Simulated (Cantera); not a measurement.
Cantera run:

```python
import numpy as np
import cantera as ct

gas_names = """
    H HO2 H2 H2O H2O2 H2S H2SO4 O OH O2 O3 S SH SO SO2 SO3 S2 S2O S8
""".split()
cond_names = """
    H2O(s) H2O(L) H2SO4(L) S(cr1) S(cr2) S(L)
""".split()


# ... load() reads the species with a 1 bar reference pressure and builds the phases ...
atoms = {
    'H2S': {'H': 2, 'S': 1},
    'O2': {'O': 2},
}
top_T = {}  # K; cautious upper limits of use, not melting points


# ... equilibrate(T, P, feed) seeds the gas with the atoms and calls Mixture.equilibrate('TP', solver="vcs", rtol=1e-11, max_steps=5000) ...
results = []
feed = {'H2S': 1, 'O2': 0.56}  # mol
T = 2800  # K
P = 40  # Pa
mix = equilibrate(T, P, feed)
results.append((T, P, feed, dict(zip(mix.species_names, mix.species_moles))))
print(gas.report(threshold=0.001))
for i in range(1, mix.n_phases):
    print(f"{mix.phase(i).name:16s} {mix.phase_moles(i):12.5e} mol")
```

It prints:

```
       temperature   2800 K
          pressure   40 Pa
           density   2.3759e-05 kg/m^3
  mean mol. weight   13.828 kg/kmol
   phase of matter   gas

                          1 kg             1 kmol
                     ---------------   ---------------
          enthalpy        1.9718e+07        2.7266e+08  J
   internal energy        1.8034e+07        2.4938e+08  J
           entropy             19517        2.6988e+05  J/K
    Gibbs function       -3.4929e+07         -4.83e+08  J
 heat capacity c_p            1648.4             22794  J/K
 heat capacity c_v            1047.1             14479  J/K

                      mass frac. Y      mole frac. X     chem. pot. / RT
                     ---------------   ---------------   ---------------
                 H          0.035737           0.49024           -16.336
                H2         0.0020936           0.01436           -32.672
               H2O          0.001349         0.0010354           -54.136
                 O           0.24671           0.21323           -21.464
                OH          0.012222         0.0099375             -37.8
                O2          0.014271         0.0061672           -42.928
                 S            0.4756           0.20513             -21.3
                SO            0.1904          0.054784           -42.764
               SO2          0.015138         0.0032678           -64.228
     [  +10 minor]         0.0064805         0.0018424

S(L)              0.00000e+00 mol
```

Method: chemical equilibrium by Gibbs-energy minimisation in Cantera with the NASA 1993 tables (ideal gas, pure condensed phases).
